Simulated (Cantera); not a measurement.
Cantera with NASA thermochemical tables; ideal gases at 1 bar, condensed phases pure. Values are per mole of reaction as written; species without (g) are pure solids or liquids, kept so even where they would boil at 1 bar.

Between 2048 and 2173 K, where is each reaction favourable under standard conditions?
- 2 Ti + 6 HCl(g) = 3 H2(g) + 2 TiCl3(g)
- Cl2(g) + 2 TiCl3(g) = 2 TiCl4(g)


- 2 Ti + 6 HCl(g) = 3 H2(g) + 2 TiCl3(g): ΔG° is -224 kJ at 2048 K and -203 kJ at 2173 K; it stays negative (K > 1). ΔH° is -562 kJ and ΔS° -165 J/K at 2173 K.
- Cl2(g) + 2 TiCl3(g) = 2 TiCl4(g): ΔG° is -162 kJ at 2048 K and -145 kJ at 2173 K; it stays negative (K > 1). ΔH° is -436 kJ and ΔS° -134 J/K at 2173 K.
